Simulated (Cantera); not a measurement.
A Cantera script and its output.

```python
import numpy as np
import cantera as ct

surf = ct.Interface("ptcombust.yaml", "Pt_surf")
gas = surf.adjacent["gas"]
gas.TPX = 300, 6400, {'CH4': 0.035, 'O2': 0.1, 'N2': 0.79}
jet = ct.ImpingingJet(gas=gas, width=0.039, surface=surf)
jet.inlet.mdot, jet.inlet.T, jet.inlet.X = 0.074, 300, {'CH4': 0.035, 'O2': 0.1, 'N2': 0.79}
jet.set_refine_criteria(ratio=10, slope=0.2, curve=0.3)
show, cover = ['CH4', 'O2', 'H2O', 'OH', 'CO', 'CO2'], ["PT(S)", "H(S)", "O(S)", "OH(S)", "CO(S)", "C(S)"]

rows = []
print(f"{'Ts/K':>7s}" + "".join(f"{s:>11s}" for s in show + cover) + "   (gas at the wall, coverages)")
for i, Ts in enumerate([950, 1000, 1050, 1100, 1150, 1200, 1250, 1300]):
    jet.surface.T = Ts
    if i == 0:
        surf.TP = Ts, 6400
        surf.coverages = "PT(S):0.5, O(S):0.5"
        surf.advance_coverages(1.0)
        jet.set_initial_guess(products="inlet")
    jet.solve(loglevel=0, auto=(i == 0))
    rows.append([*(jet.X[gas.species_index(s), -1] for s in show), *surf[cover].coverages])
    print(f"{Ts:7g}" + "".join(f"{x:11.3e}" for x in rows[-1]))
```

It prints:

```
   Ts/K        CH4         O2        H2O         OH         CO        CO2      PT(S)       H(S)       O(S)      OH(S)      CO(S)       C(S)   (gas at the wall, coverages)
    950  2.144e-02  7.313e-02  3.060e-02  1.025e-07  1.256e-05  2.013e-02  3.126e-01  2.032e-07  6.863e-01  1.117e-03  1.074e-05  5.141e-08
   1000  1.679e-02  6.328e-02  3.915e-02  2.832e-07  1.361e-05  2.582e-02  3.927e-01  4.465e-07  6.062e-01  1.107e-03  8.069e-06  5.045e-08
   1050  1.327e-02  5.587e-02  4.555e-02  6.890e-07  1.469e-05  3.010e-02  4.710e-01  8.572e-07  5.280e-01  1.032e-03  5.952e-06  4.737e-08
   1100  1.074e-02  5.055e-02  5.012e-02  1.504e-06  1.610e-05  3.316e-02  5.455e-01  1.499e-06  4.536e-01  9.267e-04  4.443e-06  4.406e-08
   1150  8.947e-03  4.683e-02  5.329e-02  3.009e-06  1.805e-05  3.529e-02  6.141e-01  2.438e-06  3.851e-01  8.120e-04  3.399e-06  4.119e-08
   1200  7.665e-03  4.423e-02  5.550e-02  5.594e-06  2.077e-05  3.676e-02  6.764e-01  3.760e-06  3.229e-01  7.000e-04  2.687e-06  3.913e-08
   1250  6.740e-03  4.243e-02  5.703e-02  9.763e-06  2.451e-05  3.776e-02  7.317e-01  5.561e-06  2.677e-01  5.965e-04  2.197e-06  3.789e-08
   1300  6.065e-03  4.122e-02  5.805e-02  1.613e-05  2.960e-05  3.841e-02  7.798e-01  7.945e-06  2.196e-01  5.039e-04  1.856e-06  3.739e-08
```

Model: Deutschmann's 1995 Pt surface mechanism with GRI-Mech 3.0 gas chemistry, integrated in Cantera. Catalytic surfaces can have several steady states; this one follows from the mechanism file's or the stated starting coverage.
